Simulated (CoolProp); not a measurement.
Vapour pressure (MPa) of sulfur hexafluoride: the reference equation beside estimates from Tc = 45.6 °C, pc = 3.755 MPa, ω = 0.210.

Values from CoolProp's reference Helmholtz-energy equation of state, Guder 2009.

```csv
T (°C),reference,Lee-Kesler,van der Waals,Redlich-Kwong,Soave-Redlich-Kwong,Peng-Robinson
-26.05,0.5643,0.5741,1.243,0.7355,0.5758,0.5695
-21.75,0.6513,0.6619,1.348,0.8344,0.6646,0.6569
-17.45,0.7479,0.7591,1.458,0.9422,0.7632,0.7540
-13.05,0.8573,0.8691,1.577,1.062,0.8750,0.8641
-8.75,0.9752,0.9874,1.699,1.189,0.9954,0.9829
-4.45,1.105,1.117,1.826,1.325,1.128,1.113
-0.15,1.247,1.259,1.960,1.472,1.272,1.256
4.15,1.401,1.413,2.099,1.630,1.430,1.413
8.55,1.574,1.585,2.247,1.803,1.605,1.587
12.85,1.758,1.768,2.399,1.983,1.791,1.772
17.15,1.957,1.967,2.556,2.174,1.993,1.973
21.45,2.172,2.182,2.720,2.378,2.210,2.190
25.85,2.411,2.420,2.894,2.599,2.449,2.430
```

Absolute difference from the reference over all 13 rows, mean and median: Lee-Kesler 1.0 and 1.0 %, van der Waals 62.1 and 57.2 %, Redlich-Kwong 18.5 and 18.0 %, Soave-Redlich-Kwong 2.0 and 2.0 %, Peng-Robinson 0.8 and 0.8 %.
